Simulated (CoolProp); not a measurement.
Vapour-liquid equilibrium of n-heptane (1) + toluene (2) at 56.1 kPa; x and y are mole fractions of (1).

Model: multi-fluid Helmholtz-energy mixture model, Span 2003 and Lemmon 2006; pair parameters Bell 2016, in CoolProp.

**Question.** Give the bubble temperature and the first vapour's composition at x = 0.5, 0.8, 0.95. Is there an azeotrope?

**Answer.** x = 0.5: 355.4 K, y = 0.585; x = 0.8: 353.4 K, y = 0.827; x = 0.95: 352.8 K, y = 0.955. No azeotrope shows between x = 0.05 and 0.95.

Pair parameters are fitted to limited data, so mixtures are less certain than the pure fluids.
